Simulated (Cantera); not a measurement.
Cantera run:

```python
import numpy as np
import cantera as ct

gas_names = """
    F F2 H HF H2 H2F2 H3F3 H4F4 H5F5 H6F6 H7F7 Si SiF SiF2 SiF3 SiF4 SiH SiHF3 SiH2 SiH2F2 SiH3 SiH3F
    SiH4 Si2 Si3
""".split()
cond_names = """
    Si(cr) Si(L)
""".split()


# ... load() reads the species with a 1 bar reference pressure and builds the phases ...
atoms = {
    'Si': {'Si': 1},
    'HF': {'H': 1, 'F': 1},
}
top_T = {}  # K; cautious upper limits of use, not melting points


# ... equilibrate(T, P, feed) seeds the gas with the atoms and calls Mixture.equilibrate('TP', solver="vcs", rtol=1e-11, max_steps=5000) ...
results = []
feed = {'Si': 1, 'HF': 9.8}  # mol
P = 133.322  # Pa
for T in [1373, 1423, 1473, 1523, 1573, 1623, 1673, 1723]:
    mix = equilibrate(T, P, feed)
    results.append((T, P, feed, dict(zip(mix.species_names, mix.species_moles))))
    x = sorted(zip(gas.X, gas.species_names), reverse=True)
    print(f"T = {T:g} K  P = {P:g} Pa  gas = {mix.phase_moles(0):.4g} mol")
    print("   x: " + "  ".join(f"{s} {v:.3e}" for v, s in x if v > 1e-06))
    print("   condensed (mol): " + ("  ".join(f"{mix.phase(i).name} {mix.phase_moles(i):.4g}"
          for i in range(1, mix.n_phases) if mix.phase_moles(i) > 1e-12) or "none"))
```

Output:

```
T = 1373 K  P = 133.322 Pa  gas = 8.801 mol
   x: HF 6.592e-01  H2 2.272e-01  SiF4 1.135e-01  SiF3 1.139e-04  H 4.347e-05  SiHF3 7.078e-06
   condensed (mol): none
T = 1423 K  P = 133.322 Pa  gas = 8.801 mol
   x: HF 6.592e-01  H2 2.271e-01  SiF4 1.134e-01  SiF3 2.455e-04  H 8.668e-05  SiHF3 1.069e-05
   condensed (mol): none
T = 1473 K  P = 133.322 Pa  gas = 8.803 mol
   x: HF 6.594e-01  H2 2.268e-01  SiF4 1.131e-01  SiF3 5.012e-04  H 1.650e-04  SiHF3 1.567e-05  SiF2 1.326e-06
   condensed (mol): none
T = 1523 K  P = 133.322 Pa  gas = 8.806 mol
   x: HF 6.597e-01  H2 2.265e-01  SiF4 1.126e-01  SiF3 9.723e-04  H 3.012e-04  SiHF3 2.232e-05  SiF2 4.592e-06
   condensed (mol): none
T = 1573 K  P = 133.322 Pa  gas = 8.81 mol
   x: HF 6.602e-01  H2 2.258e-01  SiF4 1.117e-01  SiF3 1.798e-03  H 5.291e-04  SiHF3 3.089e-05  SiF2 1.458e-05
   condensed (mol): none
T = 1623 K  P = 133.322 Pa  gas = 8.818 mol
   x: HF 6.610e-01  H2 2.247e-01  SiF4 1.101e-01  SiF3 3.173e-03  H 8.973e-04  SiF2 4.262e-05  SiHF3 4.153e-05
   condensed (mol): none
T = 1673 K  P = 133.322 Pa  gas = 8.831 mol
   x: HF 6.624e-01  H2 2.229e-01  SiF4 1.077e-01  SiF3 5.345e-03  H 1.472e-03  SiF2 1.150e-04  SiHF3 5.409e-05
   condensed (mol): none
T = 1723 K  P = 133.322 Pa  gas = 8.851 mol
   x: HF 6.645e-01  H2 2.202e-01  SiF4 1.041e-01  SiF3 8.578e-03  H 2.343e-03  SiF2 2.862e-04  SiHF3 6.801e-05
   condensed (mol): none
```

Equilibrium computed with Cantera from the NASA thermochemical tables; the gas is ideal and each condensed phase is pure. The tables' values for SiF3, SiF2 are old estimates; treat these amounts as uncertain.
